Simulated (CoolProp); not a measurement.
Vapour-liquid equilibrium of n-butane (1) + acetone (2) at 118.35 °C; x and y are mole fractions of (1).

Model: multi-fluid Helmholtz-energy mixture model, Bücker 2006 and Lemmon 2006; pair parameters Bell 2016, in CoolProp.

Problem. Give the bubble pressure and the first vapour's composition at x = 0.05, 0.425, 0.575. Is there an azeotrope?

Solution. x = 0.05: 7.714 bar, y = 0.247; x = 0.425: 16.49 bar, y = 0.697; x = 0.575: 18.29 bar, y = 0.756. No azeotrope shows between x = 0.05 and 0.95.

Pair parameters are fitted to limited data, so mixtures are less certain than the pure fluids.
